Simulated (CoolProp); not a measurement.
Vapour-liquid equilibrium of R125 (1) + cyclopropane (2) at 1070 kPa; x and y are mole fractions of (1).

The numbers come from the multi-fluid Helmholtz-energy mixture model, Lemmon 2005 and Polt 1992; pair parameters Bell 2016 in CoolProp. This equation is an older, rougher fit; its heat capacities, sound speeds and derivatives of the liquid may be far off and weren't checked against measurements.

Give the bubble temperature and the first vapour's composition at x = 0.5, 0.8, 0.95. Is there an azeotrope?

x = 0.5: 289.0 K, y = 0.618; x = 0.8: 287.3 K, y = 0.795; x = 0.95: 288.2 K, y = 0.938. y crosses x between x = 0.65 and 0.8: the model has an azeotrope there.

Pair parameters are fitted to limited data, so mixtures are less certain than the pure fluids.
